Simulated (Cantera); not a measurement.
A closed system holds: 1 mol Si3N4, 0.52 mol O2, 900 mol H2, 0.14 mol H2O, at 852 °C.

These are equilibrium values from Cantera (NASA tables, ideal gas, pure condensed phases), not measurements of a reactor. Candidate condensed phases: H2O, Si, SiO2, Si2N2O, Si3N4; 35 gas species. Mutual solubility and eutectic melting of coexisting phases are not modelled. Equilibrium is a limit: real reactors are often held back by kinetics, nucleation or transport.

x: gas mole fraction; n: condensed amount in mol.

```tsv
P (Pa)	x H2	x N2	x NH3	x H	x SiO	x Si	x SiH2	n Si(s)	n Si2N2O(s)	n Si3N4(s)
0.100	0.999	0.000921	8.41e-12	4.44e-5	1.08e-5	7.01e-8	2.36e-9	0.650	1.17	0
0.750	1.000	0.000437	4.35e-11	1.62e-5	5.03e-7	7.54e-9	1.91e-9	0	1.18	0.213
5.60	1.000	0.000437	…	…	…	…	…	0	1.18	0.213
42	1.000	0.000437	2.43e-9	2.17e-6	2.35e-9	9.20e-12	1.30e-10	0	1.18	0.213
320	1.000	0.000437	1.86e-8	7.85e-7	1.56e-10	<1e-12	3.37e-11	0	1.18	0.213
2400	1.000	0.000437	1.39e-7	2.87e-7	1.07e-11	<1e-12	8.80e-12	0	1.18	0.213
18000	1.000	0.000436	1.04e-6	1.05e-7	<1e-12	<1e-12	2.30e-12	0	1.18	0.213
130000	1.000	0.000433	…	…	<1e-12	<1e-12	<1e-12	0	1.18	0.213
1000000	1.000	0.000409	5.61e-5	1.40e-8	<1e-12	<1e-12	<1e-12	0	1.18	0.213
```

Q: What belongs in the gaps?

A: 
- 5.60, x NH3: 3.25e-10
- 5.60, x H: 5.94e-6
- 5.60, x SiO: 3.44e-8
- 5.60, x Si: 2.64e-10
- 5.60, x SiH2: 5.00e-10
- 130000, x NH3: 7.50e-6
- 130000, x H: 3.90e-8
